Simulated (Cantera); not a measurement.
Charge: 1 mol PbO, 2.4 mol CH₄, 0.88 mol CO, at 2623.15 K and 0.100 bar.

These are equilibrium values from Cantera (NASA tables, ideal gas, pure condensed phases), not measurements of a reactor. Candidate condensed phases: C, C₆H₆, C₇H₈, C₈H₁₈, H₂O, Pb, PbO, PbO₂, Pb₃O₄; 113 gas species. The numbers say what is thermodynamically allowed, not how fast it happens.

Base state: H₂ 0.536, CO 0.233, Pb 0.124, H 0.0976, C₂H₂ (acetylene) 0.00950, C₂H 0.000159, C₄H₂ 6.99e-5, C₃ 3.08e-5 (mole fractions); condensed: C(graphite).

Question: What changes in the equilibrium state with this change: PbO replaced by Cu₂O?

Answer: 
```tsv
species	before	after
H₂	0.536	0.473
Cu	0	0.219
CO	0.233	0.207
Pb	0.124	0
H	0.0976	0.0917
Cu₂	0	0.000276
CH₃	1.13e-5	9.42e-6
C₄H₂	6.99e-5	6.17e-5
C₂H₂ (acetylene)	0.00950	0.00839
C(graphite), mol	1.24	1.24
```
Further candidate phases: Cu, CuO, Cu(OH)₂, Cu₂O.

Question: What changes in the equilibrium state with this change: pressure from 0.100 bar to 55.0 mbar?

Answer: 
```
species            before    after
----------------  -------  -------
H₂                  0.536    0.511
CO                  0.233    0.229
H                  0.0976    0.128
Pb                  0.124    0.122
C                 8.35e-6  1.52e-5
C₃                3.08e-5  5.60e-5
CH₃               1.13e-5  7.84e-6
C(graphite), mol     1.24     1.24
```
